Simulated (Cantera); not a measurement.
A closed system holds: 1 mol Si3N4, 0.02 mol H2O, 8.1 mol H2, 0.018 mol N2O, equilibrated at 100 Pa.

These are equilibrium values from Cantera (NASA tables, ideal gas, pure condensed phases), not measurements of a reactor. Candidate condensed phases: H2O, Si, SiO2, Si2N2O, Si3N4; 35 gas species. Mutual solubility and eutectic melting of coexisting phases are not modelled. The tables' values for SiN are old estimates; treat these amounts as uncertain. Gases not in the tables: Si2H6 and higher silanes. Kinetics and transport are ignored.

x: gas mole fraction; n: condensed amount in mol.

```tsv
T (K)	x H2	x N2	x H	x Si	x SiO	n Si(s)	n Si2N2O(s)	n Si3N4(s)	n Si(l)
1548	0.878	0.118	0.000912	3.18e-5	0.00268	1.58	0.0132	0.456	0
1598	0.797	0.198	0.00150	9.35e-5	0.00373	2.96	0	0	0
1648	0.795	0.198	0.00251	0.000258	0.00373	2.96	0	0	0
1698	0.794	0.198	0.00407	0.000657	0.00372	0	0	0	2.95
1748	0.791	0.197	(withheld)	(withheld)	0.00372	0	0	0	2.95
1798	0.786	0.197	(withheld)	(withheld)	0.00370	0	0	0	2.93
1848	0.779	0.196	0.0148	0.00627	0.00368	0	0	0	2.89
1898	0.768	0.194	0.0217	0.0123	0.00365	0	0	0	2.83
1948	0.751	0.190	0.0310	0.0232	0.00359	0	0	0	2.70
```

Problem. Fill in the missing entries.

Solution. 
- 1798, x H: 0.00987
- 1798, x Si: 0.00308
- 1748, x H: 0.00643
- 1748, x Si: 0.00146
